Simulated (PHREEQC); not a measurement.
Solution (55 °C): 7.2 mmol/kgw Na2SiO3. Closed to the air; pH follows from the charge balance.

Equilibrium calculation in PHREEQC: ion-association model, wateq4f.dat.

No solid was allowed to form.

Problem. Order these Si species by the share of Si that they hold, largest first: H3SiO4-, H4SiO4, H2SiO4-2.

Solution. H3SiO4- (93 %), H2SiO4-2 (4.1 %), H4SiO4 (2.6 %)

The pH is 10.94 and the ionic strength 0.0147 mol/kgw. Complexes and solids missing from the database can't appear. Away from 25 °C the constants follow the database's enthalpies or fits; those with neither stay at their 25 °C values.
